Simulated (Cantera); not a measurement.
Input (Python, Cantera) and output of one run.

```python
import numpy as np
import cantera as ct

gas_names = [...]  # 110 gases of nasa_gas.yaml made of C, H, O
cond_names = """
    C(gr) C6H6(L) C7H8(L) C8H18(L),n-octa H2O(s) H2O(L)
""".split()


# ... load() reads the species with a 1 bar reference pressure and builds the phases ...
atoms = {
    'CO2': {'C': 1, 'O': 2},
    'H2O': {'H': 2, 'O': 1},
}
top_T = {'C(gr)': 4500}  # K; cautious upper limits of use, not melting points


# ... equilibrate(T, P, feed) seeds the gas with the atoms and calls Mixture.equilibrate('TP', solver="vcs", rtol=1e-11, max_steps=5000) ...
results = []
feed = {'CO2': 1, 'H2O': 0.068}  # mol
T = 2973.15  # K
P = 1300  # Pa
mix = equilibrate(T, P, feed)
results.append((T, P, feed, dict(zip(mix.species_names, mix.species_moles))))
print(gas.report(threshold=0.001))
for i in range(1, mix.n_phases):
    print(f"{mix.phase(i).name:16s} {mix.phase_moles(i):12.5e} mol")
```

It prints:

```
       temperature   2973.2 K
          pressure   1300 Pa
           density   0.0012749 kg/m^3
  mean mol. weight   24.243 kg/kmol
   phase of matter   gas

                          1 kg             1 kmol
                     ---------------   ---------------
          enthalpy        3.8009e+06        9.2144e+07  J
   internal energy        2.7812e+06        6.7424e+07  J
           entropy             12400        3.0062e+05  J/K
    Gibbs function       -3.3067e+07       -8.0164e+08  J
 heat capacity c_p            1377.9             33405  J/K
 heat capacity c_v            1034.9             25090  J/K

                      mass frac. Y      mole frac. X     chem. pot. / RT
                     ---------------   ---------------   ---------------
                CO           0.55193            0.4777           -38.676
               CO2           0.10573          0.058244           -57.107
                 H         0.0021464          0.051621           -15.785
                H2        0.00013646          0.001641           -31.571
               H2O         0.0010927         0.0014704           -50.002
                 O           0.19199           0.29092           -18.431
                OH          0.010554          0.015044           -34.216
                O2           0.13642           0.10336           -36.862
     [ +102 minor]        1.3735e-06        1.0084e-06

C(gr)             0.00000e+00 mol
```

Method: chemical equilibrium by Gibbs-energy minimisation in Cantera with the NASA 1993 tables (ideal gas, pure condensed phases).
